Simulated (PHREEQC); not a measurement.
# Acid mine or pickling water

Synthetic water in mmol/kgw, 92 °C, pH 3.41, pe 9.6:

```tsv
constituent	mmol/kgw
Na	3.84
K	2.38
Ca	1.57
Mg	0.0332
Cl	3.84
S(6)	3.18
Mn(2)	0.193
Fe(3)	0.00637
```

Valence states are taken as typed.

Computed with PHREEQC (ion-association model, phreeqc.dat).

No solid was allowed to form.

Problem. Estimate the ionic strength.

Solution. ionic strength 0.0130 mol/kgw.

Problem. In which forms is Fe present?

Solution. Fe(OH)2+ 81 %, FeOH+2 18 %, FeSO4+ 1.5 % of the Fe.

The solution is supersaturated, for example in Hematite (slow to form), Goethite (slow to form), so a real one may precipitate; this is no full list. At this temperature some constants are extrapolated from 25 °C, and those without enthalpy data are left unchanged.
